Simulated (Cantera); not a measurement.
## HgO + N₂ (iron carbonyl, mercury and lead vapours)

A closed system holds: 1 mol HgO, 0.69 mol N₂, equilibrated at 625 K.

Cantera equilibrium calculation (NASA polynomials, part measured and part estimated; ideal gas, pure solids and liquids). Candidate condensed phases: Hg, HgO; 10 gas species. Equilibrium is a limit: real reactors are often held back by kinetics, nucleation or transport.

| P (Pa) | log p N₂ | log p Hg | log p O₂ | log p NO₂ | log p NO | n HgO(s) |
|---|---|---|---|---|---|---|
| 10 | -4.50 | -4.34 | -4.64 | -12.98 | -11.55 | 0 |
| 36 | -3.95 | -3.78 | -4.09 | -12.14 | -10.99 | 0 |
| 130 | -3.39 | -3.23 | -3.53 | -11.31 | -10.44 | 0 |
| 460 | -2.84 | -2.68 | -2.98 | -10.48 | -9.89 | 0 |
| 1700 | -2.27 | -2.11 | -2.41 | -9.63 | -9.32 | 0 |
| 6000 | -1.72 | -1.56 | -1.86 | -8.81 | -8.77 | 0 |
| 22000 | -0.87 | -1.25 | -1.55 | -8.07 | -8.19 | 0.715 |
| 77000 | -0.16 | -1.25 | -1.55 | -7.72 | -7.84 | 0.944 |
| 280000 | 0.43 | -1.25 | -1.55 | -7.42 | -7.54 | 0.986 |
| 1000000 | 1.00 | -1.25 | -1.55 | -7.14 | -7.26 | 0.996 |
log p: log10 of the partial pressure in bar; n: condensed amount in mol.

From 10.0 Pa to 60.0 mbar nothing is condensed. From 0.220 bar to 10.0 bar the condensed part is HgO(s). The main Hg-bearing gas is Hg throughout.
